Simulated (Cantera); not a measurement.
A closed system holds: 1 mol SiC, 0.023 mol N₂O, 4.4 mol H₂, equilibrated at 100 Torr.

Equilibrium computed with Cantera from the NASA thermochemical tables; the gas is ideal and each condensed phase is pure. Candidate condensed phases: C, C₆H₆, C₇H₈, C₈H₁₈, H₂O, Si, SiC, SiO₂, Si₂N₂O, Si₃N₄; 151 gas species. Mutual solubility and eutectic melting of coexisting phases are not modelled. Rates play no part. All values below are at 1050 °C.

Base state: H₂ 0.998, CH₄ 0.000903, CO 0.000344, N₂ 0.000342 (mole fractions); condensed: C(graphite) + SiC(s) + Si₂N₂O(s).

Question: What changes in the equilibrium state with this change: SiC replaced by Si?

Answer: 
| species | before | after |
|---|---|---|
| H₂ | 0.998 | 1.000 |
| N₂ | 0.000342 | 5.72e-7 |
| CH₄ | 0.000903 | 0 |
| CO | 0.000344 | 0 |
| C(graphite), mol | 0.0375 | 0 |
| SiC(s), mol | 0.957 | 0 |
| Si₂N₂O(s), mol | 0.0215 | 0.0230 |
| Si(s), mol | 0 | 0.954 |

Question: What changes in the equilibrium state with this change: N₂O from 0.023 to 3.6 mol?

Answer: 
```csv
species,before,after
H₂,0.998,0.430
N₂,0.000342,0.400
CO,0.000344,0.103
H₂O,3.35e-7,0.0590
CO₂,<1e-9,0.00765
CH₄,0.000903,1.23e-7
"C(graphite), mol",0.0375,0
"SiC(s), mol",0.957,0
"Si₂N₂O(s), mol",0.0215,0
"SiO₂(β-quartz), mol",0,1.00
```
The tables hold silica as quartz up to 1696 K and as liquid above; real silica turns to tridymite and cristobalite and melts near 1996 K.
